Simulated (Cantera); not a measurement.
**Cu + NH₃ + N₂ (metals in furnace atmospheres)**

Charge: 1 mol Cu, 0.94 mol NH₃, 290 mol N₂, held at 2.85 Torr.

Equilibrium computed with Cantera from the NASA thermochemical tables; the gas is ideal and each condensed phase is pure. Candidate condensed phases: Cu; 11 gas species. The numbers say what is thermodynamically allowed, not how fast it happens.

```
T (°C)   x N₂     x H₂      x Cu       x H     x Cu₂     x NH₃  n Cu(s)  n Cu(l)
------  -----  -------  --------  --------  --------  --------  -------  -------
352     0.995  0.00483    <1e-12    <1e-12    <1e-12   3.50e-8     1.00        0
502     0.995  0.00483    <1e-12  1.12e-12    <1e-12   4.93e-9     1.00        0
652     0.995  0.00483  1.58e-10  2.94e-10    <1e-12   1.27e-9     1.00        0
802     0.995  0.00483   6.72e-8   1.65e-8    <1e-12  4.66e-10    1.000        0
952     0.995  0.00483   6.37e-6   3.51e-7  2.40e-10  2.17e-10    0.998        0
1102    0.995  0.00483  0.000217   3.86e-6   3.49e-8  1.19e-10        0    0.937
1252    0.992  0.00480   0.00327   2.66e-5   1.50e-6  7.24e-11        0   0.0404
1402    0.992  0.00475   0.00341  0.000130   4.14e-7  4.78e-11        0        0
1552    0.992  0.00457   0.00341  0.000483   1.31e-7  3.24e-11        0        0
```
x: gas mole fraction; n: condensed amount in mol.

From 352 °C to 952 °C the condensed part is Cu(s). From 1102 °C to 1252 °C the condensed part is Cu(l). From 1402 °C to 1552 °C nothing is condensed.
